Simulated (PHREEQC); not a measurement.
**Hard or scaling water (model solution)**

Consider water at 25 °C with 0.00028 mol CaSO4, 0.00025 mol NaF and 1.5 mol NaCl per kg of water. It is in equilibrium with CO2 at log p = -3.4 (atm). Otherwise closed; pH follows from the charge balance.

Computed with PHREEQC (ion-association model, phreeqc.dat).

The pH is 5.55, the ionic strength is 1.50 mol/kgw and the activity of water is 0.949. The density is 1.054 g/cm³.

```csv
species,molality,activity,log γ
Cl-,1.50,0.886,-0.228
Na+,1.50,1.16,-0.113
Ca+2,0.000280,7.33e-5,-0.582
F-,0.000198,0.000109,-0.259
NaSO4-,0.000151,9.60e-5,-0.197
SO4-2,0.000129,1.66e-5,-0.890
NaF,5.14e-5,7.26e-5,0.150
CO2,9.59e-6,1.36e-5,0.150
H+,3.83e-6,2.80e-6,-0.135
HCO3-,3.21e-6,2.04e-6,-0.197
```

This is a speciation only: nothing precipitates in the calculation. Ionic strength above about 0.7 mol/kgw puts this run outside the model's range.
